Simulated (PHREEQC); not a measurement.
## Spent oxide etchant (model solution)

Make-up at 45 °C: 3 mmol/kgw NH4HF2, 0.095 mmol/kgw H2SiF6, 29 mmol/kgw H3AsO4 and 0.041 mmol/kgw H2SO4. Closed to the air; pH follows from the charge balance.

The numbers come from PHREEQC with the ion-association model, wateq4f.dat.

| Property | Value |
|---|---|
| pH | 2.11 |
| ionic strength | 0.0116 mol/kgw |
| total alkalinity | -32.6 meq/kg |

| species | molality | activity | log γ |
|---|---|---|---|
| H3AsO4 | 0.0180 | 0.0181 | 0.001 |
| H2AsO4- | 0.0110 | 0.00978 | -0.050 |
| H+ | 0.00855 | 0.00774 | -0.043 |
| HF | 0.00570 | 0.00571 | 0.001 |
| NH4+ | 0.00300 | 0.00267 | -0.050 |
| F- | 0.000380 | 0.000338 | -0.051 |
| SiF6-2 | 6.61e-5 | 4.23e-5 | -0.194 |
| H2F2 | 4.01e-5 | 4.02e-5 | 0.001 |

No solid was allowed to form. Away from 25 °C the constants follow the database's enthalpies or fits; those with neither stay at their 25 °C values. SiF6-2 is the database's only silicon fluoride.
